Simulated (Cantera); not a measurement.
An isothermal plug-flow reactor at 848 K and 750 Torr (inlet), inlet velocity 4.3 m/s, active area per volume 1900 1/m; feed 3.84 % H2, 1.44 % O2, 94.7 % N2, equivalence ratio 1.3.

Computed with Cantera and Deutschmann's 1995 Pt surface mechanism with GRI-Mech 3.0 gas chemistry. Catalytic surfaces can have several steady states; this one follows from the mechanism file's or the stated starting coverage. Mass transfer to the wall is taken as infinitely fast.

One state of this run: x H2 = 0.0104; x O2 = 0.000329; x H2O = 0.0285; θ free Pt = 0.984; θ H* = 0.0161. x: gas mole fraction; θ: surface coverage.

### Question
Which value of z (m) does it belong to?
A) 0.00056
B) 0.00018
C) 0.00032
D) 0.001

### Answer
D, 0.001
